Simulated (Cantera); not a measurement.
# Thermodynamics of silicon oxide and oxynitride deposition, feed HMDSO + N2O + O2

Feed: 1 mol HMDSO, a varied amount of N2O, 3.2 mol O2, at 1675 °C and 0.170 bar.

Cantera equilibrium calculation (NASA polynomials, part measured and part estimated; ideal gas, pure solids and liquids). Candidate condensed phases: C, C6H6, C7H8, C8H18, H2O, Si, SiC, SiO2, Si2N2O, Si3N4; 151 gas species. The feed counts by its element totals alone. The tables hold silica as quartz up to 1696 K and as liquid above; real silica turns to tridymite and cristobalite and melts near 1996 K. Gases not in the tables: Si2H6 and higher silanes. Kinetics and transport are ignored.

| n(N2O) (mol) | log p H2 | log p CO | log p SiO | log p N2 | log p H2O | log p H | log p CO2 | n SiC(s) | n SiO2(condensed) |
|---|---|---|---|---|---|---|---|---|---|
| 0.1 | -1.04 | -1.23 | -1.75 | -2.99 | -5.32 | -3.47 | -6.16 | 0.249 | 0 |
| 0.13 | -1.04 | -1.23 | -1.74 | -2.88 | -5.32 | -3.47 | -6.16 | 0.233 | 0 |
| 0.17 | -1.04 | -1.23 | -1.74 | -2.77 | -5.32 | -3.47 | -6.16 | 0.213 | 0 |
| 0.22 | -1.04 | -1.23 | -1.74 | -2.66 | -5.32 | -3.47 | -6.16 | 0.188 | 0 |
| 0.29 | -1.05 | -1.23 | -1.73 | -2.54 | -5.33 | -3.47 | -6.16 | 0.153 | 0 |
| 0.38 | -1.05 | -1.23 | -1.73 | -2.43 | -5.33 | -3.47 | -6.15 | 0.108 | 0 |
| 0.5 | -1.06 | -1.24 | -1.72 | -2.31 | -5.33 | -3.48 | -6.15 | 0.0475 | 0 |
| 0.65 | -1.06 | -1.24 | -1.72 | -2.20 | -3.85 | -3.48 | -4.66 | 0 | 0.0331 |
| 0.84 | -1.06 | -1.24 | -1.77 | -2.09 | -3.80 | -3.48 | -4.62 | 0 | 0.221 |
| 1.1 | -1.06 | -1.24 | -1.83 | -1.97 | -3.74 | -3.48 | -4.55 | 0 | 0.478 |
| 1.4 | -1.06 | -1.24 | -1.93 | -1.87 | -3.64 | -3.48 | -4.46 | 0 | 0.773 |
| 1.9 | -1.07 | -1.24 | -2.14 | -1.74 | -3.43 | -3.48 | -4.24 | 0 | 1.26 |
log p: log10 of the partial pressure in bar; n: condensed amount in mol.

From 0.1 mol N2O to 0.5 mol N2O the condensed part is SiC(s). From 0.65 mol N2O to 1.9 mol N2O the condensed part is SiO2(condensed). The main Si-bearing gas is SiO throughout. The share of Si in condensed phases is highest at 1.9 mol N2O (62.8 %) and lowest at 0.65 mol N2O (1.7 %).
